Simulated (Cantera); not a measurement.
Feed: 1 mol SiH4, 5.2 mol N2, held at 1650 K and 1000 Pa.

Method: chemical equilibrium by Gibbs-energy minimisation in Cantera with the NASA 1993 tables (ideal gas, pure condensed phases). Candidate condensed phases: Si, Si3N4; 18 gas species. Kinetics and transport are ignored.

Base state: N2 0.694, H2 0.306, H 0.000502 (mole fractions); condensed: Si3N4(s).

What changes in the equilibrium state with this change: SiH4 replaced by SiCl4?


```json
[
 {"species": "N2", "before": "0.694", "after": "0.817"},
 {"species": "SiCl4", "before": "0", "after": "0.136"},
 {"species": "Cl", "before": "0", "after": "0.0253"},
 {"species": "H2", "before": "0.306", "after": "0"},
 {"species": "SiCl3", "before": "0", "after": "0.0168"},
 {"species": "SiCl2", "before": "0", "after": "0.00455"},
 {"species": "H", "before": "0.000502", "after": "0"},
 {"species": "Si3N4(s), mol", "before": "0.333", "after": "0"}
]
```
The tables' values for SiCl3 are old estimates; treat these amounts as uncertain.
